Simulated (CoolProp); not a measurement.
Properties of carbonyl sulfide along the isotherm 290.5 K (Tc = 378.8 K, pc = 6.369 MPa, ω = 0.098).

Computed with CoolProp (reference Helmholtz-energy equation of state, Lemmon 2006). It is a short technical equation, of lower accuracy than the large ones.

| p (MPa) | phase | Z | cv (kJ/(kg K)) | Joule-Thomson coefficient (K/MPa) | isothermal compressibility (1/MPa) | expansivity (1/kK) | fugacity coefficient |
|---|---|---|---|---|---|---|---|
| 0.796 | gas | 0.8959 | 0.5880 | [?] | 1.421 | 4.865 | 0.9061 |
| 1.59 | liquid | 0.03900 | 0.7055 | -0.1356 | 0.003628 | 2.813 | 0.5883 |
| 2.39 | liquid | 0.05845 | 0.7055 | [?] | 0.003520 | 2.756 | 0.3991 |
| 3.18 | liquid | 0.07756 | 0.7056 | -0.1600 | 0.003420 | [?] | 0.3058 |
| 3.98 | liquid | 0.09681 | 0.7057 | -0.1713 | [?] | [?] | 0.2491 |
| 4.78 | liquid | 0.1160 | 0.7058 | -0.1821 | 0.003235 | 2.606 | 0.2115 |
| 5.57 | liquid | 0.1348 | 0.7059 | -0.1922 | 0.003152 | 2.562 | 0.1850 |
| 6.37 | liquid | 0.1538 | 0.7060 | -0.2020 | 0.003073 | [?] | 0.1649 |
| 7.16 | liquid | 0.1724 | 0.7062 | -0.2112 | 0.002999 | 2.479 | 0.1496 |
| 7.96 | liquid | 0.1912 | 0.7063 | -0.2201 | 0.002928 | 2.441 | 0.1371 |
| 8.76 | liquid | 0.2100 | 0.7065 | [?] | 0.002861 | 2.404 | 0.1270 |
| 9.55 | liquid | 0.2284 | 0.7067 | -0.2366 | 0.002798 | 2.369 | 0.1188 |

**Question.** Complete the blanks.

**Answer.** 
- 0.796, Joule-Thomson coefficient (K/MPa): 23.17
- 2.39, Joule-Thomson coefficient (K/MPa): -0.1482
- 3.18, expansivity (1/kK): 2.704
- 3.98, isothermal compressibility (1/MPa): 0.003325
- 3.98, expansivity (1/kK): 2.654
- 6.37, expansivity (1/kK): 2.519
- 8.76, Joule-Thomson coefficient (K/MPa): -0.2286
